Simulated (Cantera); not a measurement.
A freely propagating, adiabatic, planar premixed flame of 10.4 % CH₄, 18.8 % O₂, 70.8 % N₂, equivalence ratio 1.1, unburnt at 500 K and 15000 Pa; mixture-averaged transport, grid criteria slope 0.08 and curve 0.16, no radiation.

Model: GRI-Mech 3.0 (53 species, 325 reactions), integrated in Cantera. Burning velocities carry a grid error of a few per cent, more on coarse grids.

x: mole fraction of selected species; z is measured from the peak of heat release.

```tsv
z (mm)	T (K)	u (m/s)	x CH₄	x O₂	x CH₂O	x O	x CH₂	x OH
-5.53	500	1.32	0.103	0.188	1.82e-8	<1e-8	<1e-8	<1e-8
-3.69	501	1.32	0.103	0.188	6.29e-7	<1e-8	<1e-8	<1e-8
-2.77	504	1.34	0.103	0.187	5.10e-6	5.93e-8	<1e-8	2.36e-7
-1.84	[?]	1.47	0.0990	0.183	[?]	[?]	1.05e-8	[?]
-0.922	931	2.54	0.0729	0.154	0.000466	3.18e-5	8.38e-7	7.30e-5
-0.461	[?]	3.72	[?]	[?]	[?]	[?]	[?]	[?]
0	1724	4.82	0.0107	0.0636	0.000786	0.00112	7.65e-5	0.00270
0.461	1887	5.29	0.00113	0.0337	0.000179	0.00316	2.92e-5	0.00651
0.922	1922	5.38	6.46e-5	0.0218	1.36e-5	0.00464	2.33e-6	0.00886
1.84	1942	5.41	1.90e-7	0.0160	4.28e-8	0.00517	<1e-8	0.00987
3.69	1961	5.45	<1e-8	0.0142	<1e-8	0.00500	<1e-8	0.00998
7.38	1987	5.51	<1e-8	0.0133	<1e-8	0.00460	<1e-8	0.00991
14.8	2027	5.60	<1e-8	0.0121	<1e-8	0.00397	<1e-8	0.00969
```

Question: Complete the blanks.

Answer: 
- -1.84, T (K): 551
- -1.84, x CH₂O: 5.25e-5
- -1.84, x O: 1.04e-6
- -1.84, x OH: 9.78e-6
- -0.461, T (K): 1345
- -0.461, x CH₄: 0.0402
- -0.461, x O₂: 0.112
- -0.461, x CH₂O: 0.00102
- -0.461, x O: 0.000218
- -0.461, x CH₂: 2.01e-5
- -0.461, x OH: 0.000557
